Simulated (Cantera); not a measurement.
Input: 1 mol Si₂Cl₆, 0.0064 mol Cl₂, 900 mol H₂, equilibrated at 0.100 bar.

These are equilibrium values from Cantera (NASA tables, ideal gas, pure condensed phases), not measurements of a reactor. Candidate condensed phases: Si; 19 gas species. The feed counts by its element totals alone. The tables' values for SiCl₃ are old estimates; treat these amounts as uncertain. Gases not in the tables: Si₂H₆ and higher silanes. Rates play no part.

x: gas mole fraction; n: condensed amount in mol.

```
T (K)   x H₂    x HCl       x H  x SiHCl₃   x SiCl₄   x SiCl₂  x SiH₂Cl₂  n Si(s)  n Si(l)
-----  -----  -------  --------  --------  --------  --------  ---------  -------  -------
873    0.997  0.00175  1.48e-10  0.000754  0.000616   3.87e-6    8.40e-5    0.678        0
1023   0.994  0.00509   1.31e-8  0.000245  0.000148   4.64e-5    4.48e-5     1.54        0
1173   0.994  0.00635   3.72e-7   1.92e-5   5.28e-6   9.25e-5    8.97e-6     1.88        0
1323   0.993  0.00642   5.00e-6   1.68e-6   2.14e-7  0.000113    1.89e-6     1.89        0
1473   0.993  0.00639         ?         ?         ?         ?          ?     1.88        0
1623   0.993  0.00637         ?         ?         ?  0.000143          ?     1.86        0
1773   0.993  0.00638  0.000896   1.09e-8  2.98e-10  0.000132    7.12e-8        0     1.83
```

Q: Some entries are withheld; supply them.

A: 
- 1473, x H: 3.99e-5
- 1473, x SiHCl₃: 2.35e-7
- 1473, x SiCl₄: 1.61e-8
- 1473, x SiCl₂: 0.000129
- 1473, x SiH₂Cl₂: 5.38e-7
- 1623, x H: 0.000218
- 1623, x SiHCl₃: 4.75e-8
- 1623, x SiCl₄: 1.96e-9
- 1623, x SiH₂Cl₂: 1.94e-7
